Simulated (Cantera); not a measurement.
Input: 1 mol SrCl₂, 0.14 mol HCl, 180 mol H₂, at 5.20 Pa.

Cantera equilibrium calculation (NASA polynomials, part measured and part estimated; ideal gas, pure solids and liquids). Candidate condensed phases: Sr, SrCl₂; 8 gas species. Kinetics and transport are ignored.

### Question
Which condensed phases are stable at each of these points (T (°C)): 477, 577, 677, 777, 877, 977, 1077, 1177, 1277, 1377, 1477, 1577, 1677?

### Answer
| T (°C) | condensed phases | Sr condensed (%) |
|---|---|---|
| 477 | SrCl₂(s) | 100.0 |
| 577 | SrCl₂(s) | 100.0 |
| 677 | SrCl₂(s) | 99.9 |
| 777 | SrCl₂(s) | 95.4 |
| 877 | gas only | 0.0 |
| 977 | gas only | 0.0 |
| 1077 | gas only | 0.0 |
| 1177 | gas only | 0.0 |
| 1277 | gas only | 0.0 |
| 1377 | gas only | 0.0 |
| 1477 | gas only | 0.0 |
| 1577 | gas only | 0.0 |
| 1677 | gas only | 0.0 |

From 477 °C to 777 °C the condensed part is SrCl₂(s). From 877 °C to 1677 °C nothing is condensed.
